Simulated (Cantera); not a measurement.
What does this Cantera script print?

```python
import numpy as np
import cantera as ct

gas = ct.Solution("gri30.yaml")
gas.TPX = 1425, 89000, {'C2H6': 1, 'H2': 53}
reactor = ct.IdealGasConstPressureReactor(gas, energy="off", clone=False)
net = ct.ReactorNet([reactor])
net.rtol, net.atol = 1e-08, 1e-18
show = ['C2H6', 'H2', 'C2H2', 'CH4', 'CH3']
times = np.geomspace(0.0006, 2, 11)

steps = ct.SolutionArray(gas, extra=["t"])
rows = []
print(f"{'t/s':>10s}{'T/K':>9s}{'P/Pa':>11s}" + "".join(f"{s:>11s}" for s in show))
for t in times:
    while net.time < t:
        t_next = net.step()
        steps.append(gas.state, t=t_next)
    rows.append([np.interp(t, steps.t, y) for y in (steps.T, steps.P, *steps(*show).X.T)])
    print(f"{t:10.3e}{rows[-1][0]:9.1f}{rows[-1][1]:11.4g}" + "".join(f"{x:11.3e}" for x in rows[-1][2:]))
rate = np.gradient(steps.T, steps.t)
print("integrator steps:", len(steps.t))
if steps.T.max() > steps.T[0] + 200:
    print(f"time of steepest temperature rise: {steps.t[rate.argmax()]:.4e} s")
gas.TPX = 1425, 89000, {'C2H6': 1, 'H2': 53}
gas.equilibrate("TP")
print(f"equilibrium (TP): T = {gas.T:.1f} K  " + "  ".join(f"{s} {gas[s].X[0]:.3e}" for s in show))
```

Output:

```
       t/s      T/K       P/Pa       C2H6         H2       C2H2        CH4        CH3
 6.000e-04   1425.0    8.9e+04  7.741e-04  9.761e-01  1.165e-03  1.101e-02  2.110e-05
 1.350e-03   1425.0    8.9e+04  2.030e-04  9.759e-01  2.005e-03  1.155e-02  1.045e-05
 3.039e-03   1425.0    8.9e+04  1.108e-04  9.758e-01  2.965e-03  1.183e-02  7.160e-06
 6.839e-03   1425.0    8.9e+04  8.636e-05  9.757e-01  4.315e-03  1.220e-02  6.498e-06
 1.539e-02   1425.0    8.9e+04  6.341e-05  9.754e-01  5.940e-03  1.277e-02  5.964e-06
 3.464e-02   1425.0    8.9e+04  4.539e-05  9.750e-01  7.051e-03  1.358e-02  5.452e-06
 7.796e-02   1425.0    8.9e+04  3.754e-05  9.744e-01  7.101e-03  1.484e-02  5.351e-06
 1.755e-01   1425.0    8.9e+04  3.287e-05  9.732e-01  6.404e-03  1.711e-02  5.548e-06
 3.949e-01   1425.0    8.9e+04  2.598e-05  9.713e-01  5.183e-03  2.091e-02  5.752e-06
 8.887e-01   1425.0    8.9e+04  1.710e-05  9.686e-01  3.504e-03  2.613e-02  5.772e-06
 2.000e+00   1425.0    8.9e+04  8.877e-06  9.658e-01  1.782e-03  3.148e-02  5.562e-06
integrator steps: 1033
equilibrium (TP): T = 1425.0 K  C2H6 3.266e-06  H2 9.637e-01  C2H2 4.537e-04  CH4 3.559e-02  CH3 5.298e-06
```

Detailed kinetics in Cantera: GRI-Mech 3.0 (53 species, 325 reactions). GRI-Mech 3.0 stops at C3 and has no aromatics, soot or wall deposition, so with more carbon than oxygen in the feed, carbon stays in small species such as C2H2 where larger ones or solid carbon would form.
